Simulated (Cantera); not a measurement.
An adiabatic, constant-pressure homogeneous reactor starts with 12.7 % CH4, 1.66 % C2H6, 16.4 % O2, 61.9 % N2, 7.26 % CO2, equivalence ratio 1.9, at 1323 K and 6.20 bar.

Detailed kinetics in Cantera: GRI-Mech 3.0 (53 species, 325 reactions).

Question: Predict: time of steepest temperature rise; temperature at 4.00 s; equilibrium temperature; x(O2) at 4.00 s; x(H) at 4.00 s; x(CO) at 4.00 s; x(NO) at 4.00 s; x(H2O2) at 4.00 s.

Answer: 
| Quantity | Value |
|---|---|
| time of steepest temperature rise | 0.427 ms |
| temperature at 4.00 s | 2340 K |
| equilibrium temperature | 2340 K |
| x(O2) at 4.00 s | 2.97e-6 (gas-phase equilibrium 2.97e-6) |
| x(H) at 4.00 s | 0.00151 (gas-phase equilibrium 0.00151) |
| x(CO) at 4.00 s | 0.157 (gas-phase equilibrium 0.157) |
| x(NO) at 4.00 s | 5.29e-5 (gas-phase equilibrium 5.29e-5) |
| x(H2O2) at 4.00 s | 3.41e-9 (gas-phase equilibrium 3.41e-9) |
